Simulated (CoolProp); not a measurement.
The numbers come from the reference Helmholtz-energy equation of state, Thol 2015 in CoolProp.

Problem. Give the vapour pressure (MPa), liquid density (kg/m³), vapour density (kg/m³), enthalpy of vaporisation (kJ/kg) of saturated 1,2-dichloroethane at 278.3 K.

Solution. 
```json
[
 {"T (K)": "278.3", "p (MPa)": "0.00376", "liquid density (kg/m³)": "1270", "vapour density (kg/m³)": "0.161", "enthalpy of vaporisation (kJ/kg)": "364"}
]
```
